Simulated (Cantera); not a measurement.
Input: 1 mol Pb, 0.073 mol CO, 6 mol H2, held at 0.330 bar.

Method: chemical equilibrium by Gibbs-energy minimisation in Cantera with the NASA 1993 tables (ideal gas, pure condensed phases). Candidate condensed phases: C, C6H6, C7H8, C8H18, H2O, Pb, PbO, PbO2, Pb3O4; 113 gas species. Equilibrium is a limit: real reactors are often held back by kinetics, nucleation or transport.

x: gas mole fraction; n: condensed amount in mol.

```json
[
 {"T (°C)": "427", "x H2": "0.975", "x Pb": "3.38e-9", "x CH4": "0.0123", "x H2O": "0.0123", "x CO": "4.12e-7", "n Pb(l)": "1.00"},
 {"T (°C)": "527", "x H2": "0.975", "x Pb": "1.86e-7", "x CH4": "0.0123", "x H2O": "0.0123", "x CO": "4.73e-5", "n Pb(l)": "1.000"},
 {"T (°C)": "627", "x H2": "0.977", "x Pb": "4.15e-6", "x CH4": "0.0107", "x H2O": "0.0107", "x CO": "0.00150", "n Pb(l)": "1.000"},
 {"T (°C)": "727", "x H2": "0.983", "x Pb": "4.91e-5", "x CH4": "0.00521", "x H2O": "0.00516", "x CO": "0.00689", "n Pb(l)": "1.000"},
 {"T (°C)": "827", "x H2": "0.986", "x Pb": "0.000367", "x CH4": "0.00186", "x H2O": "0.00184", "x CO": "0.0102", "n Pb(l)": "0.998"},
 {"T (°C)": "927", "x H2": "0.985", "x Pb": "0.00195", "x CH4": "0.000698", "x H2O": "0.000692", "x CO": "0.0113", "n Pb(l)": "0.988"},
 {"T (°C)": "1027", "x H2": "0.980", "x Pb": "0.00795", "x CH4": "0.000293", "x H2O": "0.000291", "x CO": "0.0116", "n Pb(l)": "0.951"},
 {"T (°C)": "1127", "x H2": "0.962", "x Pb": "0.0264", "x CH4": "0.000135", "x H2O": "0.000134", "x CO": "0.0116", "n Pb(l)": "___"},
 {"T (°C)": "1227", "x H2": "0.914", "x Pb": "0.0744", "x CH4": "6.38e-5", "x H2O": "6.37e-5", "x CO": "0.0111", "n Pb(l)": "___"},
 {"T (°C)": "1327", "x H2": "0.848", "x Pb": "0.141", "x CH4": "3.11e-5", "x H2O": "3.14e-5", "x CO": "0.0103", "n Pb(l)": "___"}
]
```

Task: Fill in the missing entries.

Result: 
- 1127, n Pb(l): 0.835
- 1227, n Pb(l): 0.511
- 1327, n Pb(l): 0
